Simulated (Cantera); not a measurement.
Cantera run:

```python
import numpy as np
import cantera as ct

gas_names = """
    C6H6 H2
""".split()
cond_names = """
    Ta(cr) Ta(L) TaC(s) TaC(L)
""".split()


# ... load() reads the species with a 1 bar reference pressure and builds the phases ...
species = {s.name: s for s in load("nasa_gas.yaml", gas_names) + load("nasa_condensed.yaml", cond_names)}
# Each term lists the table entries of one substance; the one whose range holds T is used.
reactions = {
    'C6H6(g) + 6 Ta = 6 TaC + 3 H2(g)':
        [(-1, ['C6H6']), (-6, ['Ta(cr)', 'Ta(L)']), (6, ['TaC(s)', 'TaC(L)']), (3, ['H2'])],
}


def pick(names, T):
    return next(species[n] for n in names if species[n].thermo.min_temp <= T <= species[n].thermo.max_temp)


results = []
for label, terms in reactions.items():
    print(label)
    print("     T/K   dH/kJ  dS/(J/K)   dG/kJ   log10 K")
    for T in [573, 598, 623, 648, 673]:
        used = [(nu, pick(names, T)) for nu, names in terms]
        dH = sum(nu * s.thermo.h(T) for nu, s in used) / 1e6
        dS = sum(nu * s.thermo.s(T) for nu, s in used) / 1e3
        dG = dH - T * dS / 1e3
        logK = -dG * 1e6 / (ct.gas_constant * T * np.log(10))
        results.append((label, T, dH, dS, dG, logK, [s.name for _, s in used]))
        print(f"{T:8g} {dH:8.1f} {dS:8.1f} {dG:8.1f} {logK:8.2f}")
```

It prints:

```
C6H6(g) + 6 Ta = 6 TaC + 3 H2(g)
     T/K   dH/kJ  dS/(J/K)   dG/kJ   log10 K
     573   -929.7    171.4  -1027.9    93.70
     598   -928.5    173.5  -1032.2    90.16
     623   -927.3    175.3  -1036.6    86.91
     648   -926.3    177.0  -1041.0    83.91
     673   -925.3    178.5  -1045.4    81.14
```

Source: NASA polynomial tables (part measured, part estimated), evaluated in Cantera. TaC: taken at fixed stoichiometry. Condensed species are held in their standard states even where they would react or evaporate.
